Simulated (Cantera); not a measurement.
Input: 1 mol B2O3, 5.9 mol F2, 1.3 mol O2, held at 1552 °C and 2200 Pa.

These are equilibrium values from Cantera (NASA tables, ideal gas, pure condensed phases), not measurements of a reactor. Candidate condensed phases: B, B2O3; 21 gas species. Kinetics and transport are ignored.

### Question
What is the equilibrium state?

### Answer
- x(F): 0.547
- x(O2): 0.264
- x(BF3): 0.189
- x(O): 0.000532
- x(F2): 8.09e-5
- x(FO): 1.78e-5
- gas amount: 10.60 mol
- log10 activity of B(s) (absent): -23.02
